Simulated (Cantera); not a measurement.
Feed: 1 mol TiO2, 0.24 mol MgCl2, a varied amount of O2, equilibrated at 1625 K and 19.0 Pa.

These are equilibrium values from Cantera (NASA tables, ideal gas, pure condensed phases), not measurements of a reactor. Candidate condensed phases: Mg, MgCl2, MgO, MgTiO3, MgTi2O5, Mg2TiO4, Ti, TiCl2, TiCl3, TiCl4, TiO, TiO2, Ti2O3, Ti3O5, Ti4O7; 20 gas species. Mutual solubility and eutectic melting of coexisting phases are not modelled. Condensed phases not in the tables: alloys, solid solutions and most ternary compounds. The numbers say what is thermodynamically allowed, not how fast it happens.

Problem. At 0.14 mol O2, list the 4 most abundant gas species with their mole fractions, and the condensed phases.

Solution. Cl 0.793, MgCl2 0.104, O2 0.0944, Cl2 0.00739. Condensed: MgTi2O5(s) + TiO2(rutile).
